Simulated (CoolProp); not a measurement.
Saturation properties of octamethyltrisiloxane (MDM) (Tc = 565.4 K, pc = 1.438 MPa, ω = 0.528).

Values from CoolProp's reference Helmholtz-energy equation of state, Thol 2017.

```tsv
T (K)	p (MPa)	liquid density (kg/m³)	vapour Z
369.6	0.01749	740.7	0.9794
376	0.02213	733.6	0.9755
382.4	0.02771	726.4	0.9710
388.7	0.03425	719.3	0.9661
395.1	0.04211	711.9	0.9606
401.5	0.05134	704.5	0.9545
407.8	0.06192	697.0	0.9479
414.2	0.07435	689.3	0.9405
420.6	0.08865	681.4	0.9325
426.9	0.1047	673.6	0.9239
433.3	0.1233	665.4	0.9144
439.7	0.1443	657.0	0.9042
446	0.1676	648.6	0.8933
```

It boils at 425.6 K under 1 atm.
